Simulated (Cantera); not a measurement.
An isothermal, constant-pressure homogeneous reactor starts with CH₄ : CO₂ = 1 : 0.56 (molar parts), at 1373 K and 0.310 bar. Integrator tolerance rtol = 1e-08.

Computed with Cantera and GRI-Mech 3.0 (53 species, 325 reactions). GRI-Mech 3.0 stops at C3 and has no aromatics, soot or wall deposition, so with more carbon than oxygen in the feed, carbon stays in small species such as C2H2 where larger ones or solid carbon would form.

### Question
What does this change do: pressure from 0.310 bar to 0.450 bar?

### Answer
```json
[
 {"quantity": "x(CH₄) at 4.00 s", "before": "0.511 (gas-phase equilibrium 0.0749)", "after": "0.485 (gas-phase equilibrium 0.0913)"},
 {"quantity": "x(CO₂) at 4.00 s", "before": "0.317 (gas-phase equilibrium 5.35e-7)", "after": "0.304 (gas-phase equilibrium 8.98e-7)"},
 {"quantity": "x(H) at 4.00 s", "before": "5.96e-7 (gas-phase equilibrium 4.25e-6)", "after": "6.02e-7 (gas-phase equilibrium 3.47e-6)"},
 {"quantity": "x(H₂) at 4.00 s", "before": "0.102 (gas-phase equilibrium 0.498)", "after": "0.119 (gas-phase equilibrium 0.483)"},
 {"quantity": "x(C₂H₄) at 4.00 s", "before": "0.00409 (gas-phase equilibrium 0.00575)", "after": "0.00524 (gas-phase equilibrium 0.00625)"}
]
```

### Question
What does this change do: temperature 1373 to 1673 K?

### Answer
```
quantity                                            before                                      after
-----------------  ---------------------------------------  -----------------------------------------
x(CH₄) at 4.00 s      0.511 (gas-phase equilibrium 0.0749)     0.0108 (gas-phase equilibrium 0.00546)
x(CO₂) at 4.00 s     0.317 (gas-phase equilibrium 5.35e-7)    0.00532 (gas-phase equilibrium 1.48e-7)
x(H) at 4.00 s     5.96e-7 (gas-phase equilibrium 4.25e-6)  0.000151 (gas-phase equilibrium 0.000155)
x(H₂) at 4.00 s        0.102 (gas-phase equilibrium 0.498)        0.535 (gas-phase equilibrium 0.565)
x(C₂H₄) at 4.00 s  0.00409 (gas-phase equilibrium 0.00575)  0.000838 (gas-phase equilibrium 0.000707)
```

### Question
What does this change do: pressure from 0.310 bar to 5.00 bar?

### Answer
| quantity | before | after |
|---|---|---|
| x(CH₄) at 4.00 s | 0.511 (gas-phase equilibrium 0.0749) | 0.313 (gas-phase equilibrium 0.157) |
| x(CO₂) at 4.00 s | 0.317 (gas-phase equilibrium 5.35e-7) | 0.162 (gas-phase equilibrium 5.50e-5) |
| x(H) at 4.00 s | 5.96e-7 (gas-phase equilibrium 4.25e-6) | 4.98e-7 (gas-phase equilibrium 9.75e-7) |
| x(H₂) at 4.00 s | 0.102 (gas-phase equilibrium 0.498) | 0.146 (gas-phase equilibrium 0.423) |
| x(C₂H₄) at 4.00 s | 0.00409 (gas-phase equilibrium 0.00575) | 0.0486 (gas-phase equilibrium 0.00218) |
